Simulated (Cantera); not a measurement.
Ta + CO₂ (tantalum, niobium, vanadium and zirconium in process gases)

A closed system holds: 1 mol Ta, 0.5 mol CO₂, equilibrated at 9.60 Pa.

Method: chemical equilibrium by Gibbs-energy minimisation in Cantera with the NASA 1993 tables (ideal gas, pure condensed phases). Candidate condensed phases: C, Ta, TaC, Ta₂O₅; 15 gas species. Mutual solubility and eutectic melting of coexisting phases are not modelled. Condensed phases not in the tables: Ta₂C, N, O or C dissolved in the metal. Kinetics and transport are ignored.

From 1900 K to 2000 K the condensed part is Ta(s) + Ta₂O₅(s). From 2100 K to 2200 K the condensed part is Ta(s) + Ta₂O₅(l). From 2300 K to 2700 K the condensed part is Ta(s). The main Ta-bearing gas is TaO₂ at 1900 K and TaO at 2700 K. The share of Ta in condensed phases is highest at 1900 K (99.9 %) and lowest at 2700 K (55.6 %).

```json
[
 {"T (K)": "1900", "x CO": "0.998", "x TaO": "0.000338", "x TaO₂": "0.00175", "x O": "4.67e-7", "x CO₂": "0.000274", "x Ta": "7.55e-11", "x O₂": "2.35e-10", "n Ta(s)": "0.800", "n Ta₂O₅(s)": "0.0996", "n Ta₂O₅(l)": "0"},
 {"T (K)": "2000", "x CO": "0.987", "x TaO": "0.00210", "x TaO₂": "0.0110", "x O": "3.68e-6", "x CO₂": "0.000394", "x Ta": "8.96e-10", "x O₂": "2.91e-9", "n Ta(s)": "0.798", "n Ta₂O₅(s)": "0.0975", "n Ta₂O₅(l)": "0"},
 {"T (K)": "2100", "x CO": "0.935", "x TaO": "0.0106", "x TaO₂": "0.0540", "x O": "2.31e-5", "x CO₂": "0.000510", "x Ta": "8.41e-9", "x O₂": "2.66e-8", "n Ta(s)": "0.791", "n Ta₂O₅(s)": "0", "n Ta₂O₅(l)": "0.0873"},
 {"T (K)": "2200", "x CO": "0.744", "x TaO": "0.0440", "x TaO₂": "0.212", "x O": "0.000118", "x CO₂": "0.000517", "x Ta": "6.44e-8", "x O₂": "1.83e-7", "n Ta(s)": "0.754", "n Ta₂O₅(s)": "0", "n Ta₂O₅(l)": "0.0371"},
 {"T (K)": "2300", "x CO": "0.634", "x TaO": "0.0977", "x TaO₂": "0.268", "x O": "0.000316", "x CO₂": "0.000333", "x Ta": "4.13e-7", "x O₂": "3.89e-7", "n Ta(s)": "0.712", "n Ta₂O₅(s)": "0", "n Ta₂O₅(l)": "0"},
 {"T (K)": "2400", "x CO": "0.611", "x TaO": "0.166", "x TaO₂": "0.222", "x O": "0.000638", "x CO₂": "0.000203", "x Ta": "2.27e-6", "x O₂": "5.20e-7", "n Ta(s)": "0.683", "n Ta₂O₅(s)": "0", "n Ta₂O₅(l)": "0"},
 {"T (K)": "2500", "x CO": "0.582", "x TaO": "0.252", "x TaO₂": "0.164", "x O": "0.00114", "x CO₂": "0.000120", "x Ta": "1.09e-5", "x O₂": "5.98e-7", "n Ta(s)": "0.642", "n Ta₂O₅(s)": "0", "n Ta₂O₅(l)": "0"},
 {"T (K)": "2600", "x CO": "0.552", "x TaO": "0.341", "x TaO₂": "0.105", "x O": "0.00180", "x CO₂": "6.68e-5", "x Ta": "4.64e-5", "x O₂": "5.74e-7", "n Ta(s)": "0.596", "n Ta₂O₅(s)": "0", "n Ta₂O₅(l)": "0"},
 {"T (K)": "2700", "x CO": "0.529", "x TaO": "0.411", "x TaO₂": "0.0573", "x O": "0.00250", "x CO₂": "3.58e-5", "x Ta": "0.000177", "x O₂": "4.61e-7", "n Ta(s)": "0.556", "n Ta₂O₅(s)": "0", "n Ta₂O₅(l)": "0"}
]
```
x: gas mole fraction; n: condensed amount in mol.
